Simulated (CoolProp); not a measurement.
Properties of R1132(E) along the isobar 6.5 MPa.

Values from CoolProp's reference Helmholtz-energy equation of state, Akasaka 2024.

```json
[
 {"T (K)": "315.5", "phase": "liquid", "Z": "0.1799", "Joule-Thomson coefficient (K/MPa)": "0.2818", "expansivity (1/kK)": "4.691"},
 {"T (K)": "323.2", "phase": "liquid", "Z": "0.1826", "Joule-Thomson coefficient (K/MPa)": "0.4507", "expansivity (1/kK)": "5.491"},
 {"T (K)": "330.8", "phase": "liquid", "Z": "0.1868", "Joule-Thomson coefficient (K/MPa)": "0.6862", "expansivity (1/kK)": "6.657"},
 {"T (K)": "338.5", "phase": "liquid", "Z": "0.1935", "Joule-Thomson coefficient (K/MPa)": "1.053", "expansivity (1/kK)": "8.609"},
 {"T (K)": "346.2", "phase": "liquid", "Z": "0.2048", "Joule-Thomson coefficient (K/MPa)": "1.707", "expansivity (1/kK)": "12.65"},
 {"T (K)": "353.9", "phase": "supercritical", "Z": "0.2299", "Joule-Thomson coefficient (K/MPa)": "3.295", "expansivity (1/kK)": "26.73"},
 {"T (K)": "361.6", "phase": "supercritical", "Z": "0.3364", "Joule-Thomson coefficient (K/MPa)": "7.768", "expansivity (1/kK)": "68.79"},
 {"T (K)": "369.3", "phase": "supercritical", "Z": "0.4737", "Joule-Thomson coefficient (K/MPa)": "9.451", "expansivity (1/kK)": "30.02"},
 {"T (K)": "376.9", "phase": "supercritical", "Z": "0.5520", "Joule-Thomson coefficient (K/MPa)": "9.134", "expansivity (1/kK)": "17.77"},
 {"T (K)": "384.6", "phase": "supercritical", "Z": "0.6071", "Joule-Thomson coefficient (K/MPa)": "8.569", "expansivity (1/kK)": "12.82"},
 {"T (K)": "392.3", "phase": "supercritical", "Z": "0.6497", "Joule-Thomson coefficient (K/MPa)": "8.003", "expansivity (1/kK)": "10.17"},
 {"T (K)": "400", "phase": "supercritical", "Z": "0.6845", "Joule-Thomson coefficient (K/MPa)": "7.480", "expansivity (1/kK)": "8.516"}
]
```
